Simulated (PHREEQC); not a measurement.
# Reverse-osmosis permeate

A made-up water analysis in mmol/kgw, 25 °C, pH 7.56, pe 8.1: Na 0.254; K 0.00673; Ca 0.0821; Mg 0.0503; Cl 0.258; S(6) 0.0316; Alkalinity (meq/kgw) 0.22; O(0) (counted as O atoms) 0.00242; Ba 0.000326.

Valence states are taken as typed.

All values are PHREEQC results (ion-association model, phreeqc.dat), not measurements.

The ionic strength is 0.000695 mol/kgw. The charge-balance error is -1.4 %.

```csv
species,molality,activity,log γ
Cl-,0.000258,0.000250,-0.013
Na+,0.000254,0.000246,-0.013
HCO3-,0.000218,0.000212,-0.013
Ca+2,8.15e-5,7.24e-5,-0.051
Mg+2,4.99e-5,4.43e-5,-0.051
SO4-2,3.09e-5,2.75e-5,-0.052
CO2,1.31e-5,1.31e-5,0.000
K+,6.73e-6,6.53e-6,-0.013
O2,1.21e-6,1.21e-6,0.000
CO3-2,4.06e-7,3.61e-7,-0.051
OH-,3.79e-7,3.67e-7,-0.013
CaSO4,3.53e-7,3.53e-7,0.000
Ba+2,3.21e-7,2.85e-7,-0.052
MgSO4,2.85e-7,2.85e-7,0.000
CaHCO3+,2.02e-7,1.96e-7,-0.013
```

Precipitation was switched off in this run. Complexes and solids missing from the database can't appear.
